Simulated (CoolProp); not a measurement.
Vapour-liquid equilibrium of dimethyl ether (1) + methanol (2) at 359.5 K; x and y are mole fractions of (1).

Model: multi-fluid Helmholtz-energy mixture model, Wu 2011 and de Reuck 1993; pair parameters Bell 2016, in CoolProp.

```
x     bubble pressure, mixture model (kPa)  bubble pressure, Raoult's law (kPa)  y, mixture model  y, Raoult's law
----  ------------------------------------  -----------------------------------  ----------------  ---------------
0.05                                 419.4                                341.4             0.467            0.371
0.2                                  914.8                                687.4             0.768            0.737
0.35                                  1288                                 1033             0.845            0.858
0.5                                   1576                                 1379             0.884            0.918
0.65                                  1826                                 1725             0.913            0.954
0.8                                   2088                                 2071             0.943            0.978
0.95                                  2406                                 2417             0.983            0.995
```

The largest gap from Raoult's law is +33.1 % in bubble pressure, at x = 0.2. No azeotrope shows between x = 0.05 and 0.95.

The pair parameters rest on a limited set of measurements; away from them the model extrapolates. The gap from Raoult's law changes sign with composition, which may be real or a fault of the pair parameters; it wasn't checked against measurements.
